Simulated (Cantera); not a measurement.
Input: 1 mol MgO, 2.6 mol SO3, 0.83 mol H2O, held at 1 atm.

Method: chemical equilibrium by Gibbs-energy minimisation in Cantera with the NASA 1993 tables (ideal gas, pure condensed phases). Candidate condensed phases: H2O, H2SO4, Mg, MgO, Mg(OH)2, MgS, MgSO4, S; 26 gas species. Equilibrium is a limit: real reactors are often held back by kinetics, nucleation or transport.

**Question.** At 1173 K, list the 4 most abundant gas species with their mole fractions, and the condensed phases.

**Answer.** SO2 0.444, H2O 0.266, O2 0.222, SO3 0.0678. Condensed: MgSO4(s).
